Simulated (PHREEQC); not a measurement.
TMAH is added in steps, without added water, to 1 kg of water holding 0.011 mol H2SO4, 0.00016 mol K2SO4 and 0.015 mol H3BO3, at 25 °C. Oxygen is held at 0.21 atm. The system is closed to CO2. Nothing may precipitate in this run.

Base run: PHREEQC, ion-association model, wateq4f.dat. Each further column changes one thing. The table gives HSO4- (mol/kgw).

```json
[
 {"TMAH added (mol)": "0", "base": "0.00539", "Davies equation for every ion": "0.00530", "database phreeqc.dat": "0.00539", "Debye-Hückel limiting law": "0.00498", "all activity coefficients set to 1": "0.00667"},
 {"TMAH added (mol)": "0.004333", "base": "0.00467", "Davies equation for every ion": "0.00459", "database phreeqc.dat": "0.00468", "Debye-Hückel limiting law": "0.00427", "all activity coefficients set to 1": "0.00594"},
 {"TMAH added (mol)": "0.008667", "base": "0.00382", "Davies equation for every ion": "0.00374", "database phreeqc.dat": "0.00382", "Debye-Hückel limiting law": "0.00344", "all activity coefficients set to 1": "0.00499"},
 {"TMAH added (mol)": "0.01517", "base": "0.00220", "Davies equation for every ion": "0.00215", "database phreeqc.dat": "0.00221", "Debye-Hückel limiting law": "0.00195", "all activity coefficients set to 1": "0.00301"},
 {"TMAH added (mol)": "0.0195", "base": "0.000873", "Davies equation for every ion": "0.000849", "database phreeqc.dat": "0.000873", "Debye-Hückel limiting law": "0.000759", "all activity coefficients set to 1": "0.00123"},
 {"TMAH added (mol)": "0.02383", "base": "3.30e-9", "Davies equation for every ion": "3.20e-9", "database phreeqc.dat": "3.25e-9", "Debye-Hückel limiting law": "2.89e-9", "all activity coefficients set to 1": "4.48e-9"},
 {"TMAH added (mol)": "0.02817", "base": "6.52e-10", "Davies equation for every ion": "6.30e-10", "database phreeqc.dat": "6.40e-10", "Debye-Hückel limiting law": "5.62e-10", "all activity coefficients set to 1": "8.95e-10"},
 {"TMAH added (mol)": "0.0325", "base": "1.95e-10", "Davies equation for every ion": "1.88e-10", "database phreeqc.dat": "1.91e-10", "Debye-Hückel limiting law": "1.65e-10", "all activity coefficients set to 1": "2.70e-10"},
 {"TMAH added (mol)": "0.03683", "base": "1.80e-11", "Davies equation for every ion": "1.74e-11", "database phreeqc.dat": "1.79e-11", "Debye-Hückel limiting law": "1.53e-11", "all activity coefficients set to 1": "2.55e-11"},
 {"TMAH added (mol)": "0.04333", "base": "1.16e-12", "Davies equation for every ion": "1.13e-12", "database phreeqc.dat": "1.18e-12", "Debye-Hückel limiting law": "9.82e-13", "all activity coefficients set to 1": "1.70e-12"},
 {"TMAH added (mol)": "0.04767", "base": "6.87e-13", "Davies equation for every ion": "6.68e-13", "database phreeqc.dat": "6.94e-13", "Debye-Hückel limiting law": "5.73e-13", "all activity coefficients set to 1": "1.01e-12"},
 {"TMAH added (mol)": "0.052", "base": "4.85e-13", "Davies equation for every ion": "4.70e-13", "database phreeqc.dat": "4.89e-13", "Debye-Hückel limiting law": "3.99e-13", "all activity coefficients set to 1": "7.21e-13"}
]
```

(CH3)4N+ isn't in the database: it is added as a free cation with an ion size of 4 Å. phreeqc.dat and wateq4f.dat share most of their constants, so their agreement is no independent check.
